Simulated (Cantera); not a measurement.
An isothermal, constant-pressure homogeneous reactor starts with 0.767 % CO, 3.97 % O2, 2.13 % H2O, 92.4 % N2, 0.730 % H2, equivalence ratio 0.19, at 1075 K and 330 Torr.

Cantera simulation using GRI-Mech 3.0 (53 species, 325 reactions); the numbers are that mechanism's predictions, not measurements.

x: mole fraction; the columns are a selection and need not sum to one.

| t (s) | x CO | x O2 | x H2O | x N2O | x NO2 |
|---|---|---|---|---|---|
| 2.00e-6 | 0.00767 | 0.0397 | 0.0213 | <1e-12 | <1e-12 |
| 2.00e-5 | 0.00767 | 0.0397 | 0.0213 | <1e-12 | <1e-12 |
| 0.000200 | 0.00767 | 0.0397 | 0.0213 | <1e-12 | <1e-12 |
| 0.00200 | (withheld) | 0.0369 | 0.0253 | 8.99e-9 | 1.16e-11 |
| 0.0200 | (withheld) | 0.0332 | 0.0287 | 7.89e-8 | 9.02e-10 |
| 0.200 | (withheld) | 0.0325 | 0.0288 | 1.22e-7 | 4.59e-9 |
| 2.00 | (withheld) | 0.0325 | 0.0288 | 1.26e-7 | 1.43e-9 |
| 20.0 | 1.31e-10 | 0.0325 | 0.0288 | 1.05e-7 | 5.72e-10 |
| 200 | 4.37e-11 | 0.0325 | 0.0288 | 1.66e-8 | 7.85e-10 |

Task: Fill in the missing entries.

Result: 
- 0.00200, x CO: 0.00675
- 0.0200, x CO: 0.00154
- 0.200, x CO: 4.63e-5
- 2.00, x CO: 2.57e-7
